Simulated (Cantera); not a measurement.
Mixture: H2 : O2 : N2 = 1 : 0.385 : 2.42 (molar parts), equivalence ratio 1.3, at 7500 Torr, adiabatic and at constant pressure. Ignition delay is the time to a rise of 400 K.

Model: the H2/O2 subset of GRI-Mech 3.0, which has no nitrogen chemistry, integrated in Cantera. The hydrogen kinetics of GRI-Mech 3.0 are dated; newer H2 mechanisms differ, most at raised pressure. Where the delays flatten at high temperature, the 400 K rule measures the pace of heat release, not the induction time.

What does this change do: N2 2.42 to 1.4 parts?


```json
[
 {"quantity": "delay at 1300 K", "before": "6.86 µs", "after": "5.14 µs"},
 {"quantity": "delay at 1400 K", "before": "3.24 µs", "after": "2.32 µs"},
 {"quantity": "delay at 1500 K", "before": "2.07 µs", "after": "1.45 µs"},
 {"quantity": "delay at 1600 K", "before": "1.50 µs", "after": "1.04 µs"},
 {"quantity": "delay at 1700 K", "before": "1.19 µs", "after": "0.797 µs"},
 {"quantity": "delay at 1800 K", "before": "0.998 µs", "after": "0.649 µs"},
 {"quantity": "delay at 1900 K", "before": "0.887 µs", "after": "0.554 µs"}
]
```

What does this change do: H2 1 to 0.38 parts?


| quantity | before | after |
|---|---|---|
| delay at 1300 K | 6.86 µs | 7.89 µs |
| delay at 1400 K | 3.24 µs | 3.90 µs |
| delay at 1500 K | 2.07 µs | 2.60 µs |
| delay at 1600 K | 1.50 µs | 2.00 µs |
| delay at 1700 K | 1.19 µs | 1.70 µs |
| delay at 1800 K | 0.998 µs | 1.55 µs |
| delay at 1900 K | 0.887 µs | 1.51 µs |
